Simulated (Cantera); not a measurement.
An adiabatic, constant-volume homogeneous reactor starts with CH₄ : O₂ : N₂ = 1 : 1.05 : 3.96 (molar parts), equivalence ratio 1.9, at 1323 K and 1.00 bar.

Cantera simulation using GRI-Mech 3.0 (53 species, 325 reactions); the numbers are that mechanism's predictions, not measurements.

x: mole fraction; the columns are a selection and need not sum to one.

```
t (s)     T (K)  P (bar)     x CH₄     x O₂     x N₂O      x CO       x O    x C₂H₆
--------  -----  -------  --------  -------  --------  --------  --------  --------
6.00e-6    1323     1.00     0.166    0.175    <1e-12    <1e-12  8.46e-11    <1e-12
1.55e-5    1323    1.000     0.166    0.175    <1e-12    <1e-12  1.16e-10  7.67e-12
3.99e-5    1323    1.000     0.166    0.175    <1e-12  1.42e-11  2.05e-10  1.46e-10
0.000103   1323    1.000     0.166    0.175  2.37e-12  2.97e-10  5.09e-10         …
0.000265   1323    1.000     0.166    0.175  1.27e-11   8.49e-9   1.80e-9         …
0.000682   1323     1.00     0.166    0.175  4.86e-11   3.37e-7   6.02e-9         …
0.00176    1324     1.00     0.166    0.175  1.54e-10   8.38e-6   1.05e-8         …
0.00453    1328     1.00     0.165    0.174  7.22e-10  0.000130   2.08e-8         …
0.0117     2713     2.39   2.91e-7  4.67e-5   4.84e-8     0.125  0.000123    <1e-12
0.0301     2686     2.37  2.33e-11  7.34e-5   3.59e-8     0.125  0.000191    <1e-12
0.0776     2686     2.37  2.33e-11  7.34e-5   3.59e-8     0.125  0.000191    <1e-12
0.200      2686     2.37  2.33e-11  7.34e-5   3.59e-8     0.125  0.000191    <1e-12
```

Question: Complete the blanks.

Answer: 
- 0.000103, x C₂H₆: 3.36e-9
- 0.000265, x C₂H₆: 1.11e-7
- 0.000682, x C₂H₆: 3.89e-6
- 0.00176, x C₂H₆: 4.40e-5
- 0.00453, x C₂H₆: 0.000243
